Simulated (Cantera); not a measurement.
A freely propagating, adiabatic, planar premixed flame of CH4 : CO : O2 : N2 = 1 : 0.5 : 1.73 : 6.51 (molar parts), equivalence ratio 1.3, unburnt at 400 K and 7500 Torr; mixture-averaged transport, grid criteria slope 0.08 and curve 0.16, no radiation.

Detailed kinetics in Cantera: GRI-Mech 3.0 (53 species, 325 reactions). Burning velocities carry a grid error of a few per cent, more on coarse grids.

Predict: laminar burning velocity; thermal thickness; peak x(C2H2); peak x(C2H6); peak x(HCN).


- laminar burning velocity = 17.0 cm/s
- thermal thickness = 0.117 mm
- peak x(C2H2) = 0.000888
- peak x(C2H6) = 0.000832
- peak x(HCN) = 2.27e-5
